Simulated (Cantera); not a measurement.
## Catalytic combustion on Pt

An isothermal plug-flow reactor at 775 K and 4.93 atm (inlet), inlet velocity 0.13 m/s, active area per volume 1200 1/m; feed H2 : O2 : N2 = 0.0021 : 0.037 : 0.79 (molar parts), equivalence ratio 0.028.

Detailed kinetics in Cantera: Deutschmann's 1995 Pt surface mechanism with GRI-Mech 3.0 gas chemistry. Catalytic surfaces can have several steady states; this one follows from the mechanism file's or the stated starting coverage. Mass transfer to the wall is taken as infinitely fast.

| z (m) | x H2 | x O2 | x H2O | θ free Pt | θ O* | θ OH* |
|---|---|---|---|---|---|---|
| 6.4e-05 | 0.000756 | 0.0438 | 0.00178 | 0.0394 | 0.958 | 0.00244 |
| 0.00014 | 0.000357 | 0.0436 | 0.00218 | 0.0269 | 0.971 | 0.00214 |
| 0.0003 | 0.000113 | 0.0435 | 0.00242 | 0.0208 | 0.977 | 0.00194 |
| 0.00064 | 1.46e-5 | 0.0434 | 0.00252 | 0.0188 | 0.979 | 0.00187 |
| 0.0014 | 1.84e-7 | 0.0434 | 0.00254 | 0.0185 | 0.980 | 0.00186 |
| 0.003 | 1.91e-11 | 0.0434 | 0.00254 | 0.0185 | 0.980 | 0.00186 |
| 0.0064 | <1e-12 | 0.0434 | 0.00254 | 0.0185 | 0.980 | 0.00186 |
x: gas mole fraction; θ: surface coverage.
